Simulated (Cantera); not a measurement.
A freely propagating, adiabatic, planar premixed flame of CH₄ : O₂ : N₂ = 1 : 1.67 : 7.67 (molar parts), unburnt at 675 K and 0.138 atm; mixture-averaged transport, grid criteria slope 0.08 and curve 0.16, no radiation.

Computed with Cantera and GRI-Mech 3.0 (53 species, 325 reactions). Burning velocities carry a grid error of a few per cent, more on coarse grids.

x: mole fraction of selected species; z is measured from the peak of heat release.

```
z (mm)  T (K)  u (m/s)    x CH₄     x O₂     x CO₂     x NO    x C₂H    x HCN
------  -----  -------  -------  -------  --------  -------  -------  -------
-6.42     675     1.71   0.0965    0.161   9.34e-8    <1e-8    <1e-8    <1e-8
-4.28     677     1.72   0.0961    0.161   2.00e-6    <1e-8    <1e-8    <1e-8
-3.21     684     1.74   0.0951    0.160       [?]      [?]    <1e-8    <1e-8
-2.14     737     1.89   0.0906    0.155  0.000168  1.81e-7    <1e-8  9.51e-8
-1.07    1060     2.77   0.0652    0.129   0.00237  1.70e-6    <1e-8  1.25e-6
-0.535   1414     3.74   0.0358   0.0921   0.00692  4.43e-6  2.05e-8  3.74e-6
0         [?]     4.67      [?]      [?]       [?]      [?]      [?]      [?]
0.535    1898     5.10  0.00111   0.0237    0.0240  1.83e-5  6.43e-7  9.58e-6
1.07     1933     5.18  6.98e-5   0.0130    0.0321  2.51e-5  9.69e-8  5.95e-6
2.14     1949     5.21  2.05e-7  0.00786    0.0417  3.08e-5    <1e-8  1.56e-6
4.28     1962     5.23    <1e-8  0.00661    0.0469  3.36e-5    <1e-8  1.43e-7
8.57     1979     5.26    <1e-8  0.00609    0.0481  3.63e-5    <1e-8    <1e-8
17.1     2005     5.32    <1e-8  0.00545    0.0485  4.11e-5    <1e-8    <1e-8
```

**Question.** What belongs in the gaps?

**Answer.** 
- -3.21, x CO₂: 1.35e-5
- -3.21, x NO: 2.08e-8
- 0, T (K): 1746
- 0, x CH₄: 0.00975
- 0, x O₂: 0.0501
- 0, x CO₂: 0.0147
- 0, x NO: 1.00e-5
- 0, x C₂H: 5.14e-7
- 0, x HCN: 8.39e-6
